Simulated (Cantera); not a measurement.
Charge: 1 mol TiO₂, 0.027 mol HCl, equilibrated at 10000 Pa.

These are equilibrium values from Cantera (NASA tables, ideal gas, pure condensed phases), not measurements of a reactor. Candidate condensed phases: H₂O, Ti, TiCl₂, TiCl₃, TiCl₄, TiO, TiO₂, Ti₂O₃, Ti₃O₅, Ti₄O₇; 23 gas species. Equilibrium is a limit: real reactors are often held back by kinetics, nucleation or transport.

Problem. At 1523 K, list the 7 most abundant gas species with their mole fractions, and the condensed phases.

Solution. HCl 0.990, H₂O 0.00506, TiCl₄ 0.00244, Cl 0.00187, H₂ 0.000964, TiCl₃ 9.02e-5, Cl₂ 7.54e-5. Condensed: TiO₂(rutile).
